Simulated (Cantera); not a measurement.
An isothermal, constant-pressure homogeneous reactor starts with NH3 : H2 = 1 : 6.8 (molar parts), at 1625 K and 0.132 atm.

Cantera simulation using the gas-phase N/H chemistry of the illustrative SiF4/NH3 mechanism in the Surface Chemkin manual (1991); the numbers are that mechanism's predictions, not measurements. Walls and surfaces, which speed up NH3 decomposition in real reactors, are not modelled.

Predict: x(NH3) at 20.0 s; x(H2) at 20.0 s; x(N2H2) at 20.0 s; x(NH) at 20.0 s; x(N2H4) at 20.0 s.

x(NH3) at 20.0 s: 0.0876 (gas-phase equilibrium 1.26e-6)
x(H2) at 20.0 s: 0.894 (gas-phase equilibrium 0.943)
x(N2H2) at 20.0 s: 3.07e-8 (gas-phase equilibrium <1e-12)
x(NH) at 20.0 s: 2.35e-7 (gas-phase equilibrium 8.55e-12)
x(N2H4) at 20.0 s: 1.94e-9 (gas-phase equilibrium <1e-12)
